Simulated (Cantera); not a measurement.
Feed: 1 mol B2H6, 0.34 mol H2O, 0.96 mol H2, equilibrated at 1248 K and 0.100 bar.

Cantera equilibrium calculation (NASA polynomials, part measured and part estimated; ideal gas, pure solids and liquids). Candidate condensed phases: B, B2O3, B3O3H3, H2O; 23 gas species. The feed counts by its element totals alone. Mutual solubility and eutectic melting of coexisting phases are not modelled. Kinetics and transport are ignored.

Base state: H2 0.997, B3O3H3 0.00218, HBO 0.000413 (mole fractions); condensed: B(s) + B2O3(l).

Task: What changes in the equilibrium state with this change: B2H6 replaced by BF3?

Result: 
```
species         before    after
------------  --------  -------
H2               0.997    0.401
BF3                  0    0.325
HF                   0    0.186
B3O3F3               0   0.0268
BOF                  0   0.0114
H2O            1.03e-6   0.0484
B3O3H3         0.00218    <1e-9
BHF2                 0  7.39e-5
(HBO2)3          <1e-9  1.58e-5
HBO           0.000413  5.99e-7
B(s), mol         1.76        0
B2O3(l), mol     0.103        0
```
Gases not in the tables: H3BO3.
